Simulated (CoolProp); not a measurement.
Vapour pressure (MPa) of octamethyltrisiloxane (MDM): the reference equation beside estimates from Tc = 565.4 K, pc = 1.438 MPa, ω = 0.528.

The numbers come from the reference Helmholtz-energy equation of state, Thol 2017 in CoolProp.

```json
[
 {"T (K)": "419", "reference": "0.08489", "Lee-Kesler": "0.08407", "Redlich-Kwong": "?", "Soave-Redlich-Kwong": "0.08423", "Peng-Robinson": "0.08437"},
 {"T (K)": "425", "reference": "0.09966", "Lee-Kesler": "0.09869", "Redlich-Kwong": "0.2232", "Soave-Redlich-Kwong": "0.09897", "Peng-Robinson": "0.09892"},
 {"T (K)": "431.1", "reference": "0.1167", "Lee-Kesler": "0.1155", "Redlich-Kwong": "0.2488", "Soave-Redlich-Kwong": "0.1160", "Peng-Robinson": "?"},
 {"T (K)": "437.2", "reference": "0.1358", "Lee-Kesler": "?", "Redlich-Kwong": "?", "Soave-Redlich-Kwong": "0.1351", "Peng-Robinson": "0.1346"},
 {"T (K)": "443.2", "reference": "0.1569", "Lee-Kesler": "0.1554", "Redlich-Kwong": "0.3055", "Soave-Redlich-Kwong": "0.1563", "Peng-Robinson": "0.1555"},
 {"T (K)": "449.3", "reference": "0.1808", "Lee-Kesler": "0.1791", "Redlich-Kwong": "0.3372", "Soave-Redlich-Kwong": "0.1804", "Peng-Robinson": "?"},
 {"T (K)": "455.4", "reference": "0.2075", "Lee-Kesler": "0.2055", "Redlich-Kwong": "0.3711", "Soave-Redlich-Kwong": "0.2073", "Peng-Robinson": "0.2057"},
 {"T (K)": "461.4", "reference": "0.2365", "Lee-Kesler": "0.2343", "Redlich-Kwong": "0.4067", "Soave-Redlich-Kwong": "0.2367", "Peng-Robinson": "?"},
 {"T (K)": "467.5", "reference": "0.2691", "Lee-Kesler": "0.2666", "Redlich-Kwong": "0.4453", "Soave-Redlich-Kwong": "0.2697", "Peng-Robinson": "0.2671"},
 {"T (K)": "473.6", "reference": "0.3049", "Lee-Kesler": "0.3022", "Redlich-Kwong": "0.4862", "Soave-Redlich-Kwong": "?", "Peng-Robinson": "0.3030"}
]
```

Question: Fill in the missing entries.

Answer: 
- 419, Redlich-Kwong: 0.1999
- 431.1, Peng-Robinson: 0.1157
- 437.2, Lee-Kesler: 0.1345
- 437.2, Redlich-Kwong: 0.2763
- 449.3, Peng-Robinson: 0.1792
- 461.4, Peng-Robinson: 0.2346
- 473.6, Soave-Redlich-Kwong: 0.3062

Absolute difference from the reference over all 10 rows, mean and median: Lee-Kesler 1.0 and 1.0 %, Redlich-Kwong 93.3 and 90.6 %, Soave-Redlich-Kwong 0.4 and 0.4 %, Peng-Robinson 0.8 and 0.8 %.
